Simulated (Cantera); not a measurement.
A closed system holds: 1 mol C3H6, 0.61 mol H2O, 2.7 mol N2, equilibrated at 598 K and 13300 Pa.

Method: chemical equilibrium by Gibbs-energy minimisation in Cantera with the NASA 1993 tables (ideal gas, pure condensed phases). Rates play no part.

```json
[
 {"species": "N2", "before": "0.524", "after": "0.678"},
 {"species": "H2O", "before": "0.106", "after": "0.117"},
 {"species": "CH4", "before": "0.232", "after": "0.100"},
 {"species": "H2", "before": "0.132", "after": "0.0867"},
 {"species": "CO2", "before": "0.00626", "after": "0.0178"},
 {"species": "CO", "before": "0.000269", "after": "0.000454"},
 {"species": "NH3", "before": "0.000199", "after": "0.000121"},
 {"species": "C(graphite), mol", "before": "1.77", "after": "1.53"}
]
```
Gas species are given as mole fractions.

Q: Name the change that produced these shifts.
(A) C3H6 replaced by CH4
(B) 1.4 mol H2 added
(C) C3H6 replaced by C2H2
(D) C3H6 replaced by C2H6

A: C, C3H6 replaced by C2H2
